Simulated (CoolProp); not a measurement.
Neopentane along the isobar 34.7 bar: density (kg/m³) from the reference equation and from simpler models built on Tc = 160.6 °C, pc = 31.96 bar, ω = 0.196; each cubic takes its own stable root.

Model: reference Helmholtz-energy equation of state, Lemmon 2006, in CoolProp. It is a short technical equation, of lower accuracy than the large ones.

```tsv
T (°C)	phase	reference	van der Waals	Redlich-Kwong	Soave-Redlich-Kwong	Peng-Robinson
157.25	liquid	358.0	242.2	292.0	294.8	326.7
172.25	supercritical	144.4	149.1	145.4	139.0	147.6
187.15	supercritical	110.5	112.0	111.9	108.0	113.6
202.15	supercritical	95.79	97.86	97.36	94.02	98.33
217.05	supercritical	86.47	88.81	88.02	84.99	88.55
232.05	supercritical	79.61	82.07	81.11	78.30	81.33
246.95	supercritical	74.28	76.76	75.71	73.08	75.72
261.95	supercritical	69.88	72.34	71.24	68.76	71.11
276.85	supercritical	66.21	68.61	67.49	65.15	67.25
```
